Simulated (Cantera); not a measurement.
Input (Python, Cantera):

```python
import numpy as np
import cantera as ct

gas = ct.Solution("SiF4_NH3_mec.yaml", "gas")
gas.TPX = 2100, 29000, {'NH3': 1, 'N2': 0.1, 'H2': 0.0053}
reactor = ct.IdealGasConstPressureReactor(gas, energy="off", clone=False)
net = ct.ReactorNet([reactor])
net.rtol, net.atol = 1e-08, 1e-18
show = ['NH3', 'N2', 'N', 'NH2', 'H2', 'NH', 'N2H4']
times = np.geomspace(7e-05, 200, 15)

steps = ct.SolutionArray(gas, extra=["t"])
rows = []
print(f"{'t/s':>10s}{'T/K':>9s}{'P/Pa':>11s}" + "".join(f"{s:>11s}" for s in show))
for t in times:
    while net.time < t:
        t_next = net.step()
        steps.append(gas.state, t=t_next)
    rows.append([np.interp(t, steps.t, y) for y in (steps.T, steps.P, *steps(*show).X.T)])
    print(f"{t:10.3e}{rows[-1][0]:9.1f}{rows[-1][1]:11.4g}" + "".join(f"{x:11.3e}" for x in rows[-1][2:]))
rate = np.gradient(steps.T, steps.t)
print("integrator steps:", len(steps.t))
if steps.T.max() > steps.T[0] + 200:
    print(f"time of steepest temperature rise: {steps.t[rate.argmax()]:.4e} s")
gas.TPX = 2100, 29000, {'NH3': 1, 'N2': 0.1, 'H2': 0.0053}
gas.equilibrate("TP")
print(f"equilibrium (TP): T = {gas.T:.1f} K  " + "  ".join(f"{s} {gas[s].X[0]:.3e}" for s in show))
```

It prints:

```
       t/s      T/K       P/Pa        NH3         N2          N        NH2         H2         NH       N2H4
 7.000e-05   2100.0    2.9e+04  9.031e-01  9.044e-02  1.787e-08  1.036e-03  5.402e-03  5.168e-06  6.637e-08
 2.024e-04   2100.0    2.9e+04  8.995e-01  9.081e-02  7.629e-08  2.064e-03  7.546e-03  1.530e-05  2.641e-07
 5.853e-04   2100.0    2.9e+04  8.880e-01  9.322e-02  1.701e-07  2.235e-03  1.649e-02  1.904e-05  3.097e-07
 1.692e-03   2100.0    2.9e+04  8.555e-01  1.003e-01  3.863e-07  2.086e-03  4.206e-02  2.167e-05  2.697e-07
 4.894e-03   2100.0    2.9e+04  7.707e-01  1.186e-01  8.118e-07  1.824e-03  1.087e-01  2.513e-05  2.063e-07
 1.415e-02   2100.0    2.9e+04  5.835e-01  1.590e-01  1.303e-06  1.437e-03  2.558e-01  2.668e-05  1.281e-07
 4.092e-02   2100.0    2.9e+04  2.959e-01  2.210e-01  1.665e-06  8.935e-04  4.817e-01  2.347e-05  4.950e-08
 1.183e-01   2100.0    2.9e+04  6.237e-02  2.713e-01  1.871e-06  3.142e-04  6.649e-01  1.473e-05  6.117e-09
 3.421e-01   2100.0    2.9e+04  8.755e-04  2.842e-01  1.339e-06  1.609e-05  7.106e-01  2.820e-06  1.594e-11
 9.893e-01   2100.0    2.9e+04  5.545e-05  2.843e-01  1.227e-07  1.151e-06  7.108e-01  2.285e-07  8.160e-14
 2.861e+00   2100.0    2.9e+04  1.464e-05  2.843e-01  3.246e-08  3.042e-07  7.108e-01  6.041e-08  5.697e-15
 8.272e+00   2100.0    2.9e+04  4.836e-06  2.843e-01  1.072e-08  1.005e-07  7.108e-01  1.995e-08  6.220e-16
 2.392e+01   2100.0    2.9e+04  2.071e-06  2.843e-01  4.591e-09  4.302e-08  7.108e-01  8.542e-09  1.145e-16
 6.917e+01   2100.0    2.9e+04  1.595e-06  2.843e-01  3.536e-09  3.314e-08  7.108e-01  6.581e-09  6.817e-17
 2.000e+02   2100.0    2.9e+04  1.586e-06  2.843e-01  3.517e-09  3.296e-08  7.108e-01  6.545e-09  6.743e-17
integrator steps: 2382
equilibrium (TP): T = 2100.0 K  NH3 1.586e-06  N2 2.843e-01  N 3.517e-09  NH2 3.296e-08  H2 7.108e-01  NH 6.545e-09  N2H4 6.743e-17
```

Detailed kinetics in Cantera: the gas-phase N/H chemistry of the illustrative SiF4/NH3 mechanism in the Surface Chemkin manual (1991). Walls and surfaces, which speed up NH3 decomposition in real reactors, are not modelled.
